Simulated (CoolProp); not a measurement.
The numbers come from the reference Helmholtz-energy equation of state, Smukala 2000 in CoolProp.

Question: Give the vapour pressure (MPa), liquid density (kg/m³), vapour density (kg/m³), enthalpy of vaporisation (kJ/kg) of saturated ethylene at -124.85, -73.95 °C.

Answer: 
| T (°C) | p (MPa) | liquid density (kg/m³) | vapour density (kg/m³) | enthalpy of vaporisation (kJ/kg) |
|---|---|---|---|---|
| -124.85 | 0.0240 | 597 | 0.552 | 511 |
| -73.95 | 0.441 | 523 | 8.23 | 434 |
